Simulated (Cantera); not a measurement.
A perfectly stirred reactor is fed with CH4 : O2 : N2 = 1 : 2.2 : 8.26 (molar parts), equivalence ratio 0.91, at 8250 Torr; it is adiabatic with a 600 K inlet, and is followed from long to short residence time, starting on the burning branch (τ in s: 0.08, 0.04, 0.02, 0.01, 0.0051, 0.0026, 0.0013, 0.00065, 0.00032, 0.00016, 8.2e-05).

Computed with Cantera and GRI-Mech 3.0 (53 species, 325 reactions).

Question: Predict: blow-out, bracketed by the residence times tried; x(CH4) at τ = 80.0 ms; x(O2) at τ = 80.0 ms; x(NO) at τ = 80.0 ms; x(CH4) at τ = 2.60 ms; x(O2) at τ = 2.60 ms; x(C2H4) at τ = 2.60 ms; x(NO) at τ = 2.60 ms.

Answer: 
```
Property                                                                           Value
------------------------------------------------  --------------------------------------
blow-out, bracketed by the residence times tried  burning at 82.0 µs, the shortest tried
x(CH4) at τ = 80.0 ms                                                            4.65e-7
x(O2) at τ = 80.0 ms                                                              0.0167
x(NO) at τ = 80.0 ms                                                             0.00391
x(CH4) at τ = 2.60 ms                                                            1.23e-5
x(O2) at τ = 2.60 ms                                                              0.0187
x(C2H4) at τ = 2.60 ms                                                           3.11e-9
x(NO) at τ = 2.60 ms                                                            0.000906
```
